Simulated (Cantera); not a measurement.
Input (Python, Cantera):

```python
import numpy as np
import cantera as ct

gas = ct.Solution("h2o2.yaml")
gas.TPX = 1025, 100000, {'H2': 0.71, 'O2': 1, 'N2': 0.95}
inlet = ct.Reservoir(gas, clone=True)

reactor = ct.IdealGasConstPressureReactor(gas, energy="off", clone=False)
exhaust = ct.Reservoir(gas, clone=True)
tau = [6.8, 3.1, 1.4, 0.65, 0.3, 0.14, 0.063, 0.029, 0.013, 0.0061, 0.0028][0]
for a, b in ((inlet, reactor), (reactor, exhaust)):
    ct.MassFlowController(a, b, mdot=lambda t: reactor.mass / tau)
net = ct.ReactorNet([reactor])
show = ['H2', 'O2', 'O', 'OH', 'H', 'HO2']

rows = []
print(f"{'tau/s':>10s}{'T/K':>9s}" + "".join(f"{s:>11s}" for s in show))
for tau in [6.8, 3.1, 1.4, 0.65, 0.3, 0.14, 0.063, 0.029, 0.013, 0.0061, 0.0028]:
    net.initial_time = 0.0
    net.advance(30 * tau)
    before = gas.X
    net.advance(40 * tau)
    drift = np.max(np.abs(gas.X - before) / (gas.X + 1e-9))
    rows.append([gas.T, *gas[show].X, drift])
    print(f"{tau:10.3e}{gas.T:9.1f}" + "".join(f"{x:11.3e}" for x in gas[show].X))
```

Output:

```
     tau/s      T/K         H2         O2          O         OH          H        HO2
 6.800e+00   1025.0  3.096e-03  2.809e-01  2.919e-07  8.418e-07  4.434e-08  2.830e-05
 3.100e+00   1025.0  5.236e-03  2.817e-01  4.764e-07  1.070e-06  9.544e-08  4.163e-05
 1.400e+00   1025.0  9.076e-03  2.830e-01  7.300e-07  1.333e-06  2.055e-07  6.097e-05
 6.500e-01   1025.0  1.573e-02  2.853e-01  1.033e-06  1.601e-06  4.248e-07  8.684e-05
 3.000e-01   1025.0  2.783e-02  2.896e-01  1.380e-06  1.858e-06  8.624e-07  1.209e-04
 1.400e-01   1025.0  4.849e-02  2.969e-01  1.761e-06  2.081e-06  1.671e-06  1.608e-04
 6.300e-02   1025.0  8.067e-02  3.083e-01  2.289e-06  2.361e-06  3.182e-06  2.038e-04
 2.900e-02   1025.0  1.146e-01  3.204e-01  3.202e-06  2.941e-06  5.761e-06  2.424e-04
 1.300e-02   1025.0  1.405e-01  3.297e-01  5.206e-06  4.443e-06  1.083e-05  2.817e-04
 6.100e-03   1025.0  1.522e-01  3.340e-01  9.474e-06  7.977e-06  2.086e-05  3.220e-04
 2.800e-03   1025.0  1.546e-01  3.350e-01  1.959e-05  1.691e-05  4.367e-05  3.627e-04
```

Model: the H2/O2 subset of GRI-Mech 3.0, which has no nitrogen chemistry, integrated in Cantera. The temperature is held fixed by assumption; the heat of reaction is taken as removed at once.
